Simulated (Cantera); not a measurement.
Silicon nitride deposition: SiH₂Cl₂ + N₂

Charge: 1 mol SiH₂Cl₂, 2.7 mol N₂, equilibrated at 5.90 Pa.

Cantera equilibrium calculation (NASA polynomials, part measured and part estimated; ideal gas, pure solids and liquids). Candidate condensed phases: NH₄Cl, Si, Si₃N₄; 28 gas species. N₂ is the only nitrogen source here; it is nearly inert below about 1500 K, so the nitride shown seldom forms there in practice. The tables' values for SiCl, SiCl₃, SiN are old estimates; treat these amounts as uncertain. Equilibrium is a limit: real reactors are often held back by kinetics, nucleation or transport.

```tsv
T (K)	x N₂	x HCl	x H₂	x SiCl₂	x Si	x Cl	x H	x SiCl₄	x SiCl	n Si₃N₄(s)	n Si(s)
823	0.544	0.315	0.0943	1.18e-7	<1e-12	9.99e-10	2.93e-10	0.0472	<1e-12	0.271	0
1023	0.537	0.346	0.0780	0.000344	<1e-12	6.16e-7	1.51e-7	0.0382	3.38e-12	0.281	0
1223	0.534	0.317	0.0827	0.0441	8.13e-10	3.72e-5	1.13e-5	0.0129	9.05e-8	0.243	0
1423	0.556	0.134	0.155	0.153	1.14e-5	0.000240	0.000341	7.26e-5	4.33e-5	0.102	0
1623	0.571	0.0885	0.165	0.165	0.00265	0.00154	0.00366	1.56e-6	0.00123	0	0.198
1823	0.534	0.0981	0.138	0.139	0.0499	0.0114	0.0210	1.84e-7	0.00766	0	0
2023	0.467	0.131	0.0739	0.0582	0.104	0.0884	0.0672	3.97e-8	0.0102	0	0
```
x: gas mole fraction; n: condensed amount in mol.

From 823 K to 1423 K the condensed part is Si₃N₄(s). At 1623 K the condensed part is Si(s). From 1823 K to 2023 K nothing is condensed. The main Si-bearing gas is SiCl₄ at 823 K and Si at 2023 K.
